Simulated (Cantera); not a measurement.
A closed system holds: 1 mol Fe₂O₃, 83 mol HCl, 3.2 mol O₂, held at 1400 °C and 11.0 Pa.

These are equilibrium values from Cantera (NASA tables, ideal gas, pure condensed phases), not measurements of a reactor. Candidate condensed phases: Fe, FeCl₂, FeCl₃, FeO, Fe(OH)₂, Fe(OH)₃, Fe₂O₃, Fe₃O₄, H₂O; 22 gas species. Rates play no part.

Base state: HCl 0.731, Cl 0.145, H₂O 0.0923, FeCl₂ 0.0222, O₂ 0.00532, H₂ 0.00182, OH 0.00113, H 0.000463 (mole fractions); condensed: gas only.

What changes in the equilibrium state with this change: pressure from 11.0 Pa to 6.30 Pa?


```tsv
species	before	after
HCl	0.731	0.722
Cl	0.145	0.152
H₂O	0.0923	0.0945
FeCl₂	0.0222	0.0221
H	0.000463	0.000763
Cl₂	8.40e-5	5.28e-5
H₂	0.00182	0.00283
```
